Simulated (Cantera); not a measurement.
# Dilute partial oxidation

A perfectly stirred reactor is fed with CH2O : O2 : N2 = 0.013 : 0.009 : 1 (molar parts), equivalence ratio 1.4, at 10.9 atm; it is held at 1000 K, and followed from long to short residence time.

Model: GRI-Mech 3.0 (53 species, 325 reactions), integrated in Cantera.

```json
[
 {"τ (s)": "1.1", "x CH2O": "0.000103", "x O2": "0.000847", "x C2H": "<1e-12", "x HCN": "<1e-12", "x CH2CO": "2.97e-10", "x O": "2.91e-9", "x NO": "1.70e-11"},
 {"τ (s)": "0.55", "x CH2O": "0.000153", "x O2": "0.00124", "x C2H": "<1e-12", "x HCN": "<1e-12", "x CH2CO": "3.24e-10", "x O": "4.05e-9", "x NO": "1.30e-11"},
 {"τ (s)": "0.27", "x CH2O": "0.000230", "x O2": "0.00174", "x C2H": "<1e-12", "x HCN": "<1e-12", "x CH2CO": "3.67e-10", "x O": "5.17e-9", "x NO": "8.20e-12"},
 {"τ (s)": "0.13", "x CH2O": "0.000354", "x O2": "0.00233", "x C2H": "<1e-12", "x HCN": "<1e-12", "x CH2CO": "4.39e-10", "x O": "6.03e-9", "x NO": "4.43e-12"},
 {"τ (s)": "0.065", "x CH2O": "0.000538", "x O2": "0.00290", "x C2H": "<1e-12", "x HCN": "<1e-12", "x CH2CO": "5.48e-10", "x O": "6.42e-9", "x NO": "2.25e-12"},
 {"τ (s)": "0.032", "x CH2O": "0.000838", "x O2": "0.00347", "x C2H": "<1e-12", "x HCN": "<1e-12", "x CH2CO": "7.07e-10", "x O": "6.29e-9", "x NO": "1.03e-12"},
 {"τ (s)": "0.016", "x CH2O": "0.00132", "x O2": "0.00398", "x C2H": "<1e-12", "x HCN": "<1e-12", "x CH2CO": "8.92e-10", "x O": "5.65e-9", "x NO": "<1e-12"},
 {"τ (s)": "0.0078", "x CH2O": "0.00217", "x O2": "0.00448", "x C2H": "<1e-12", "x HCN": "<1e-12", "x CH2CO": "1.03e-9", "x O": "4.52e-9", "x NO": "<1e-12"},
 {"τ (s)": "0.0039", "x CH2O": "0.00364", "x O2": "0.00502", "x C2H": "<1e-12", "x HCN": "<1e-12", "x CH2CO": "9.34e-10", "x O": "3.15e-9", "x NO": "<1e-12"},
 {"τ (s)": "0.0019", "x CH2O": "0.00629", "x O2": "0.00588", "x C2H": "<1e-12", "x HCN": "<1e-12", "x CH2CO": "4.45e-10", "x O": "1.70e-9", "x NO": "<1e-12"}
]
```
x: mole fraction; the columns are a selection and need not sum to one.
